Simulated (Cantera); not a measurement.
## Equilibrium for silicon nitride deposition: SiF4 + NH3 + N2

Input: 1 mol SiF4, 0.25 mol NH3, 32 mol N2, at 1175 K and 10.0 Torr.

Method: chemical equilibrium by Gibbs-energy minimisation in Cantera with the NASA 1993 tables (ideal gas, pure condensed phases). Candidate condensed phases: Si, Si3N4; 37 gas species. The tables' values for SiF3 are old estimates; treat these amounts as uncertain. Equilibrium is a limit: real reactors are often held back by kinetics, nucleation or transport.

```yaml
x(N2): 0.959
x(SiF4): 0.0297
x(H2): 0.0110
x(HF): 0.000276
x(SiF3): 0.000121
x(SiHF3): 2.92e-5
n(Si3N4(s)): 0.000347 mol
gas_amount: 33.50 mol
log10 activity of Si(s) (absent): -4.00
```
